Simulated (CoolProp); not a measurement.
A simple Rankine cycle with trans-2-butene: condensing at 332.15 K, boiler at 2.84 MPa, turbine inlet 412.8 K, turbine efficiency 0.8, pump efficiency 0.7, no recuperator. Each further row changes one setting.

Computed with CoolProp (reference Helmholtz-energy equation of state, Lemmon 2005). It is a short technical equation, of lower accuracy than the large ones.

```csv
case,thermal efficiency (%),net work (kJ/kg),heat in (kJ/kg),turbine exit temperature (K),volume ratio over the turbine
as stated,11.0,46.5,422,349.6,5.81
turbine inlet 432.8 K,11.2,54.0,481,376.0,5.30
condensing temperature 324.15 K,12.1,53.6,442,343.5,7.14
boiler pressure 1.99 MPa,9.2,42.5,461,371.6,3.51
turbine efficiency 0.7,9.5,40.0,422,352.9,5.89
```
